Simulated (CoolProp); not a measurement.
R236EA along the isotherm 412 K: Z from the reference equation and from simpler models built on Tc = 412.4 K, pc = 3.414 MPa, ω = 0.368; each cubic takes its own stable root.

Model: reference Helmholtz-energy equation of state, Rui 2013, in CoolProp.

```csv
p (MPa),phase,reference
0.0162,gas,0.9984
0.0333,gas,0.9966
0.0683,gas,0.9931
0.14,gas,0.9857
0.288,gas,0.9703
0.591,gas,0.9377
1.21,gas,0.8658
2.49,gas,0.6755
5.12,liquid,0.2397
```

Problem. How far does each simpler model (van der Waals, Redlich-Kwong, Soave-Redlich-Kwong, Peng-Robinson) lie from the reference over these 9 states: mean and median of the absolute difference, and the worst?

Solution. 
- van der Waals: mean 6.1 %, median 0.4 %, worst +45.3 % at 412 K and 5.12 MPa
- Redlich-Kwong: mean 2.4 %, median 0.0 %, worst +19.9 % at 412 K and 5.12 MPa
- Soave-Redlich-Kwong: mean 2.4 %, median 0.0 %, worst +19.7 % at 412 K and 5.12 MPa
- Peng-Robinson: mean 1.4 %, median 0.3 %, worst +7.9 % at 412 K and 5.12 MPa
